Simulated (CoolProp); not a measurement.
R1336mzz(Z) at several states: density (kg/m³) from the reference equation and from simpler models built on Tc = 444.5 K, pc = 2.904 MPa, ω = 0.386; each cubic takes its own stable root.

Model: reference Helmholtz-energy equation of state, McLinden 2020, in CoolProp.

```
T (K)  p (MPa)   phase  reference
-----  -------  ------  ---------
364.3     8.58  liquid       1226
304.9    0.014     gas     0.9124
429.5     11.9  liquid       1064
350.7    0.676  liquid       1217
297.5     1.13  liquid       1370
372.9    0.142     gas      7.778
```

Q: How far does each simpler model (Soave-Redlich-Kwong, Peng-Robinson) lie from the reference over these 6 states: mean and median of the absolute difference, and the worst?

A: 
- Soave-Redlich-Kwong: mean 9.6 %, median 13.6 %, worst -15.5 % at 350.7 K and 0.676 MPa
- Peng-Robinson: mean 2.4 %, median 3.1 %, worst -4.3 % at 350.7 K and 0.676 MPa
